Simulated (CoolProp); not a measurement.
Computed with CoolProp (reference Helmholtz-energy equation of state, de Vries 1995).

For R124, give the phase and the density (kg/m³), Joule-Thomson coefficient (K/MPa), viscosity (µPa s), fugacity coefficient at 104.85 °C and 0.824 MPa; 104.85 °C and 4.12 MPa; 104.85 °C and 7.41 MPa.


- 104.85 °C and 0.824 MPa: gas; density 39.7, Joule-Thomson coefficient 11.9, viscosity 16.5, fugacity coefficient 0.909
- 104.85 °C and 4.12 MPa: liquid; density 1020, Joule-Thomson coefficient 1.08, viscosity 101, fugacity coefficient 0.482
- 104.85 °C and 7.41 MPa: liquid; density 1090, Joule-Thomson coefficient 0.462, viscosity 119, fugacity coefficient 0.307

Viscosity comes from a separate model (Bell 2016), an estimate that may be off by 10 % or more.
